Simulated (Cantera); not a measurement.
# Adiabatic ignition

An adiabatic, constant-volume homogeneous reactor starts with H2 : O2 : N2 = 1 : 1.47 : 8.68 (molar parts), equivalence ratio 0.34, at 1625 K and 4.93 atm.

Cantera simulation using GRI-Mech 3.0 (53 species, 325 reactions); the numbers are that mechanism's predictions, not measurements. The hydrogen kinetics of GRI-Mech 3.0 are dated; newer H2 mechanisms differ, most at raised pressure.

```
t (s)     T (K)  P (bar)      x H2    x O2   x H2O      x NO     x OH
--------  -----  -------  --------  ------  ------  --------  -------
5.00e-6    2066     6.19   0.00573  0.0837  0.0755   2.81e-5   0.0129
2.45e-5    2359     6.95  0.000574  0.0891  0.0902   7.78e-5  0.00559
0.000120   2371     6.98  0.000358  0.0895  0.0911  0.000145  0.00450
0.000585   2371     6.98  0.000356  0.0893  0.0911  0.000452  0.00449
0.00286    2367     6.97  0.000351  0.0887  0.0911   0.00185  0.00442
0.0140     2355     6.93  0.000334  0.0864  0.0912   0.00649  0.00422
0.0684     2343     6.90  0.000318  0.0843  0.0914    0.0109  0.00403
0.335      2342     6.90  0.000318  0.0842  0.0914    0.0110  0.00402
1.64       2342     6.90  0.000318  0.0842  0.0914    0.0110  0.00402
8.00       2342     6.90  0.000318  0.0842  0.0914    0.0110  0.00402
```
x: mole fraction; the columns are a selection and need not sum to one.

* **time of steepest temperature rise**: 3.13 µs
* **temperature at 8.00 s**: 2342 K
* **equilibrium temperature**: 2342 K
* **x(H2) at 8.00 s**: 0.000318 (gas-phase equilibrium 0.000318)
* **x(O2) at 8.00 s**: 0.0842 (gas-phase equilibrium 0.0842)
* **x(H2O) at 8.00 s**: 0.0914 (gas-phase equilibrium 0.0914)
